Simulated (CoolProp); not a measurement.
A simple Rankine cycle with R113: condensing at 318.15 K, boiler at 1.64 MPa, turbine inlet 445.2 K, turbine efficiency 0.85, pump efficiency 0.6, no recuperator. Each further row changes one setting.

The numbers come from the reference Helmholtz-energy equation of state, Marx 1992 in CoolProp.

```json
[
 {"case": "as stated", "thermal efficiency (%)": "16.8", "net work (kJ/kg)": "?", "heat in (kJ/kg)": "218", "turbine exit temperature (K)": "?", "volume ratio over the turbine": "20.0"},
 {"case": "turbine inlet 465.2 K", "thermal efficiency (%)": "16.8", "net work (kJ/kg)": "39.7", "heat in (kJ/kg)": "?", "turbine exit temperature (K)": "390.9", "volume ratio over the turbine": "?"},
 {"case": "condensing temperature 310.15 K", "thermal efficiency (%)": "17.9", "net work (kJ/kg)": "40.3", "heat in (kJ/kg)": "?", "turbine exit temperature (K)": "363.7", "volume ratio over the turbine": "26.2"},
 {"case": "boiler pressure 1.15 MPa", "thermal efficiency (%)": "15.3", "net work (kJ/kg)": "?", "heat in (kJ/kg)": "226", "turbine exit temperature (K)": "383.3", "volume ratio over the turbine": "12.7"},
 {"case": "turbine efficiency 0.75", "thermal efficiency (%)": "14.8", "net work (kJ/kg)": "32.2", "heat in (kJ/kg)": "218", "turbine exit temperature (K)": "375.4", "volume ratio over the turbine": "20.4"}
]
```

What belongs in the gaps?


- as stated, net work (kJ/kg): 36.7
- as stated, turbine exit temperature (K): 369.2
- turbine inlet 465.2 K, heat in (kJ/kg): 237
- turbine inlet 465.2 K, volume ratio over the turbine: 18.9
- condensing temperature 310.15 K, heat in (kJ/kg): 225
- boiler pressure 1.15 MPa, net work (kJ/kg): 34.6
